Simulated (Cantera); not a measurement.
Feed: 1 mol TEOS, 3.7 mol NO, 0.22 mol H2, equilibrated at 427 °C and 0.320 bar.

Cantera equilibrium calculation (NASA polynomials, part measured and part estimated; ideal gas, pure solids and liquids). Candidate condensed phases: C, C6H6, C7H8, C8H18, H2O, Si, SiC, SiO2, Si2N2O, Si3N4; 151 gas species. The feed counts by its element totals alone. The numbers say what is thermodynamically allowed, not how fast it happens.

### Question
What is the equilibrium state?

### Answer
- x(H2O) = 0.302
- x(H2) = 0.254
- x(CH4) = 0.175
- x(N2) = 0.164
- x(CO2) = 0.0973
- x(CO) = 0.00868
- x(NH3) = 0.000155
- n(C(graphite)) = 4.83 mol
- n(SiO2(α-quartz)) = 1.00 mol
- gas amount = 11.29 mol
- log10 activity of Si(s) (absent) = -27.44
